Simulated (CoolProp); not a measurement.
The numbers come from the reference Helmholtz-energy equation of state, Gao 2016 in CoolProp.

### Question
For sulfur dioxide, give the phase and the density (kg/m³), cv (kJ/(kg K)), speed of sound (m/s), Joule-Thomson coefficient (K/MPa) at 525 K and 5.91 MPa; 525 K and 7.39 MPa; 525 K and 8.87 MPa.

### Answer
- 525 K and 5.91 MPa: gas; density 100, cv 0.650, speed of sound 268, Joule-Thomson coefficient 7.24
- 525 K and 7.39 MPa: gas; density 131, cv 0.663, speed of sound 264, Joule-Thomson coefficient 7.07
- 525 K and 8.87 MPa: supercritical; density 164, cv 0.675, speed of sound 260, Joule-Thomson coefficient 6.84
